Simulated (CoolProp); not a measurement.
Aqueous methanol as a coolant, at 37 °C, 1 atm.

Values from CoolProp's Melinder's fits for secondary coolants.

| mass % | freezing point (°C) | conductivity (W/(m K)) | viscosity (mPa s) | density (kg/m³) | Prandtl number |
|---|---|---|---|---|---|
| 1.7 | -0.9 | 0.614 | 0.720 | 990.3 | 4.90 |
| 6 | -3.7 | 0.586 | 0.791 | 982.8 | 5.64 |
| 10.4 | -6.8 | 0.558 | 0.864 | 975.5 | 6.44 |
| 14.8 | -10.4 | 0.532 | 0.935 | 968.4 | 7.28 |
| 19.1 | ? | 0.506 | 0.999 | 961.3 | 8.11 |
| 23.5 | -18.5 | 0.481 | 1.06 | 953.9 | 8.94 |
| 27.9 | ? | ? | 1.10 | 946.3 | ? |
| 32.2 | -28.3 | 0.434 | 1.13 | 938.7 | 10.4 |
| 36.6 | -34.0 | 0.411 | 1.15 | 930.6 | 11.0 |
| 41 | -40.2 | 0.390 | 1.15 | 922.3 | 11.4 |
| 45.3 | -46.7 | 0.371 | 1.14 | 913.9 | 11.6 |

Q: What belongs in the gaps?

A: 
- 19.1, freezing point (°C): -14.2
- 27.9, freezing point (°C): -23.3
- 27.9, conductivity (W/(m K)): 0.457
- 27.9, Prandtl number: 9.72
